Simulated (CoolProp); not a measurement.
Carbon dioxide along the isobar 8.66 MPa: fugacity coefficient from the reference equation and from simpler models built on Tc = 304.1 K, pc = 7.377 MPa, ω = 0.224; each cubic takes its own stable root.

The numbers come from the reference Helmholtz-energy equation of state, Span 1996 in CoolProp.

| T (K) | phase | reference | van der Waals | Redlich-Kwong | Soave-Redlich-Kwong |
|---|---|---|---|---|---|
| 255.2 | liquid | 0.2284 | 0.3743 | 0.2722 | 0.2345 |
| 277.9 | liquid | 0.3791 | 0.4896 | 0.4160 | 0.3893 |
| 300.7 | liquid | 0.5551 | 0.6052 | 0.5693 | 0.5656 |
| 323.5 | supercritical | 0.6874 | 0.6980 | 0.6824 | 0.6929 |
| 346.2 | supercritical | 0.7554 | 0.7511 | 0.7445 | 0.7621 |
| 369 | supercritical | 0.8048 | 0.7905 | 0.7906 | 0.8134 |
| 391.8 | supercritical | 0.8427 | 0.8218 | 0.8265 | 0.8532 |
| 414.5 | supercritical | 0.8723 | 0.8471 | 0.8551 | 0.8847 |
| 437.3 | supercritical | 0.8961 | 0.8681 | 0.8784 | 0.9100 |
| 460.1 | supercritical | 0.9155 | 0.8858 | 0.8976 | 0.9306 |
| 482.9 | supercritical | 0.9313 | 0.9007 | 0.9135 | 0.9473 |
| 505.6 | supercritical | 0.9444 | 0.9134 | 0.9268 | 0.9611 |
| 528.4 | supercritical | 0.9554 | 0.9244 | 0.9380 | 0.9724 |
| 551.2 | supercritical | 0.9646 | 0.9338 | 0.9476 | 0.9819 |
| 573.9 | supercritical | 0.9724 | 0.9420 | 0.9556 | 0.9897 |
